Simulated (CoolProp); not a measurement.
Vapour-liquid equilibrium of propane (1) + m-xylene (2) at 0.134 MPa; x and y are mole fractions of (1).

Values from CoolProp's multi-fluid Helmholtz-energy mixture model, Lemmon 2009 and Zhou 2012; pair parameters Bell 2016.

```json
[
 {"x": "0.05", "bubble temperature (K)": "330.1", "y at the bubble point": "0.957", "dew temperature at overall composition x (K)": "420.9", "liquid density (mol/L)": "7.978"},
 {"x": "0.2", "bubble temperature (K)": "271.1", "y at the bubble point": "0.999", "dew temperature at overall composition x (K)": "414.1", "liquid density (mol/L)": "8.992"},
 {"x": "0.35", "bubble temperature (K)": "256.6", "y at the bubble point": "1.000", "dew temperature at overall composition x (K)": "406.3", "liquid density (mol/L)": "9.706"},
 {"x": "0.5", "bubble temperature (K)": "249.6", "y at the bubble point": "1.000", "dew temperature at overall composition x (K)": "397.0", "liquid density (mol/L)": "10.42"},
 {"x": "0.65", "bubble temperature (K)": "245.3", "y at the bubble point": "1.000", "dew temperature at overall composition x (K)": "385.2", "liquid density (mol/L)": "11.16"},
 {"x": "0.8", "bubble temperature (K)": "242.0", "y at the bubble point": "1.000", "dew temperature at overall composition x (K)": "368.3", "liquid density (mol/L)": "11.94"},
 {"x": "0.95", "bubble temperature (K)": "238.8", "y at the bubble point": "1.000", "dew temperature at overall composition x (K)": "333.2", "liquid density (mol/L)": "12.74"}
]
```

No azeotrope shows between x = 0.05 and 0.95.

Pair parameters are fitted to limited data, so mixtures are less certain than the pure fluids. With so large a gap from Raoult's law the liquid may split in two, which this calculation doesn't test in full.
